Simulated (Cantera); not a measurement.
# Hydrocarbon pyrolysis for carbon deposition

An isothermal, constant-pressure homogeneous reactor starts with 1.54 % CH4, 98.5 % N2, at 1850 K and 0.308 Torr.

Model: GRI-Mech 3.0 (53 species, 325 reactions), integrated in Cantera. GRI-Mech 3.0 stops at C3 and has no aromatics, soot or wall deposition, so with more carbon than oxygen in the feed, carbon stays in small species such as C2H2 where larger ones or solid carbon would form. Radical loss at walls, strong at low pressure, is not modelled.

| t (s) | x CH4 | x C2H | x CH3 | x HCN | x C2H6 |
|---|---|---|---|---|---|
| 3.00e-5 | 0.0154 | <1e-12 | 1.69e-8 | <1e-12 | <1e-12 |
| 0.000143 | 0.0154 | <1e-12 | 8.16e-8 | <1e-12 | <1e-12 |
| 0.000682 | 0.0154 | <1e-12 | 4.16e-7 | <1e-12 | <1e-12 |
| 0.00325 | 0.0154 | <1e-12 | 2.44e-6 | <1e-12 | <1e-12 |
| 0.0155 | 0.0154 | <1e-12 | 1.53e-5 | <1e-12 | 5.06e-12 |
| 0.0739 | 0.0153 | <1e-12 | 8.02e-5 | 3.03e-11 | 2.55e-10 |
| 0.352 | 0.0149 | 9.58e-10 | 0.000379 | 2.64e-9 | 6.63e-9 |
| 1.68 | 0.00984 | 1.54e-7 | 0.000953 | 8.85e-7 | 6.68e-8 |
| 8.00 | 0.00140 | 6.14e-7 | 0.000225 | 1.80e-5 | 6.11e-9 |
x: mole fraction; the columns are a selection and need not sum to one.

Equilibrium at this temperature and pressure: CH4 1.12e-9, C2H 1.02e-6, CH3 4.16e-9, HCN 0.0141, C2H6 <1e-12 (gas phase only).
